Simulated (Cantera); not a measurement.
Pb + CO + H2 (iron carbonyl, mercury and lead vapours)

Feed: 1 mol Pb, 0.57 mol CO, 0.11 mol H2, equilibrated at 800 Pa.

Cantera equilibrium calculation (NASA polynomials, part measured and part estimated; ideal gas, pure solids and liquids). Candidate condensed phases: C, C6H6, C7H8, C8H18, H2O, Pb, PbO, PbO2, Pb3O4; 113 gas species. Equilibrium is a limit: real reactors are often held back by kinetics, nucleation or transport.

| T (K) | x CO | x CO2 | x H2 | x Pb | x H2O | x CH4 | x Pb2 | x H | n C(graphite) | n Pb(l) |
|---|---|---|---|---|---|---|---|---|---|---|
| 798 | 0.545 | 0.250 | 0.185 | 7.16e-6 | 0.0198 | 0.000380 | <1e-12 | 1.28e-11 | 0.144 | 1.000 |
| 873 | 0.774 | 0.0544 | 0.167 | 7.95e-5 | 0.00439 | 9.98e-5 | 2.81e-11 | 2.14e-10 | 0.0377 | 1.000 |
| 948 | 0.826 | 0.00957 | 0.162 | 0.000599 | 0.00104 | 3.62e-5 | 8.29e-10 | 2.36e-9 | 0.00712 | 1.000 |
| 1023 | 0.833 | 0.00199 | 0.161 | 0.00333 | 0.000294 | 1.56e-5 | 1.47e-8 | 1.86e-8 | 0.00154 | 0.998 |
| 1098 | 0.825 | 0.000498 | 0.159 | 0.0146 | 9.67e-5 | 7.43e-6 | 1.74e-7 | 1.10e-7 | 0.000405 | 0.990 |
| 1173 | 0.794 | 0.000141 | 0.153 | 0.0527 | 3.45e-5 | 3.65e-6 | 1.48e-6 | 5.16e-7 | 0.000123 | 0.962 |
| 1248 | 0.702 | 3.89e-5 | 0.135 | 0.163 | 1.17e-5 | 1.64e-6 | 9.69e-6 | 1.92e-6 | 0 | 0.868 |
x: gas mole fraction; n: condensed amount in mol.

From 798 K to 1173 K the condensed part is C(graphite) + Pb(l). At 1248 K the condensed part is Pb(l). The main Pb-bearing gas is Pb throughout.
